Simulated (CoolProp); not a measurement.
Computed with CoolProp (reference Helmholtz-energy equation of state, Thol 2021).

Problem. For chlorine, give the phase and the cp (kJ/(kg K)), cv (kJ/(kg K)), speed of sound (m/s) at 389.2 K and 114 bar; 228.6 K and 0.196 bar; 226 K and 9.47 bar.

Solution. 
- 389.2 K and 114 bar: liquid; cp 1.16, cv 0.485, speed of sound 503
- 228.6 K and 0.196 bar: gas; cp 0.462, cv 0.342, speed of sound 189
- 226 K and 9.47 bar: liquid; cp 0.937, cv 0.503, speed of sound 1120
